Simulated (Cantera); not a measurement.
A Cantera script and what it prints.

```python
import numpy as np
import cantera as ct

gas_names = """
    F FO FO2 F2 F2O H HF HNO HNO2 HNO3 HOF HO2 H2 H2F2 H2O H2O2 H3F3 H4F4 H5F5 H6F6 H7F7 N NF NF2 NF3 NH
    NH2 NH3 NH2OH NO NO2 NO3 N2 N2H2 N2H4 N2O O OH O2 O3 Si SiF SiF2 SiF3 SiF4 SiH SiHF3 SiH2 SiH2F2
    SiH3 SiH3F SiH4 SiN SiO SiO2 Si2 Si2N Si3
""".split()
cond_names = """
    H2O(s) H2O(L) Si(cr) Si(L) SiO2(Lqz) SiO2(hqz) SiO2(L) Si2N2O(s) Si3N4(a)
""".split()


def load(file, names, dense=False):
    # The tables refer to 1 bar. Condensed volumes are neglected.
    table = {s.name: s for s in ct.Species.list_from_file(file)}
    out = []
    for n in names:
        d = dict(table[n].input_data)
        d["thermo"] = dict(d["thermo"], **{"reference-pressure": 1e5})
        if dense:
            d["equation-of-state"] = {"model": "constant-volume", "density": "1e6 g/cm^3"}
        out.append(ct.Species.from_dict(d))
    return out


gas = ct.Solution(thermo="ideal-gas", species=load("nasa_gas.yaml", gas_names))
cond = {s.name: ct.Solution(thermo="fixed-stoichiometry", species=[s], name=s.name)
        for s in load("nasa_condensed.yaml", cond_names, dense=True)}
atoms = {
    'SiF4': {'Si': 1, 'F': 4},
    'NO': {'N': 1, 'O': 1},
    'H2': {'H': 2},
}
top_T = {'Si2N2O(s)': 2100, 'Si3N4(a)': 2400}  # K; cautious upper limits of use, not melting points


def equilibrate(T, P, feed):
    n = {}
    for name, mol in feed.items():
        for a, k in atoms[name].items():
            n[a] = n.get(a, 0.0) + k * mol
    gas.TPX = T, P, n
    mass = sum(n.values()) * gas.mean_molecular_weight
    gas.equilibrate("TP")
    valid = [c for c in cond.values() if c.min_temp <= T <= top_T.get(c.name, c.max_temp)]
    mix = ct.Mixture([(gas, mass / gas.mean_molecular_weight)] + [(c, 0.0) for c in valid])
    mix.T, mix.P = T, P
    mix.equilibrate("TP", solver="vcs", rtol=1e-11, max_steps=5000)
    return mix


results = []
T = 898  # K
P = 4600  # Pa
for m in [0.14, 0.24, 0.42, 0.72, 1.3, 2.2, 3.8, 6.7, 12]:
    feed = {'SiF4': 1, 'NO': 11, 'H2': m}  # mol
    mix = equilibrate(T, P, feed)
    results.append((T, P, feed, dict(zip(mix.species_names, mix.species_moles))))

top = {s: max(r[3][s] / sum(r[3][g] for g in gas_names) for r in results) for s in gas_names}
cols = sorted((s for s in top if top[s] > 0.001), key=lambda s: -top[s])[:8]
seen = [c for c in cond_names if any(r[3].get(c, 0) > 1e-12 for r in results)]
print("log10 of partial pressures in bar; condensed amounts in mol")
print(f"{'n(H2)':>10s}" + "".join(f"{s[:9]:>10s}" for s in cols + seen))
for T, P, feed, n in results:
    ng = sum(n[g] for g in gas_names)
    print(f"{feed['H2']:10.4g}" + "".join(f"{np.log10(max(n[s] / ng * P / 1e5, 1e-99)):10.3f}" for s in cols)
          + "".join(f"{n.get(c, 0):10.4g}" for c in seen))
```

It prints:

```
log10 of partial pressures in bar; condensed amounts in mol
     n(H2)       H2O        N2        O2        HF      SiF4        H2 SiO2(hqz)
      0.14    -4.187    -1.681    -1.686    -3.031    -2.449   -14.871   0.06144
      0.24    -3.779    -1.684    -1.693    -2.831    -2.469   -14.459    0.0979
      0.42    -3.380    -1.689    -1.706    -2.640    -2.502   -14.054    0.1539
      0.72    -3.022    -1.697    -1.726    -2.474    -2.551   -13.686      0.23
       1.3    -2.662    -1.711    -1.765    -2.314    -2.633   -13.307    0.3426
       2.2    -2.369    -1.729    -1.826    -2.196    -2.745   -12.983    0.4698
       3.8    -2.092    -1.759    -1.943    -2.102    -2.924   -12.648     0.624
       6.7    -1.835    -1.805    -2.213    -2.047    -3.217   -12.256    0.7874
        12    -1.662    -1.885   -21.127    -2.067    -3.644    -2.625    0.9043
```

Equilibrium computed with Cantera from the NASA thermochemical tables; the gas is ideal and each condensed phase is pure.
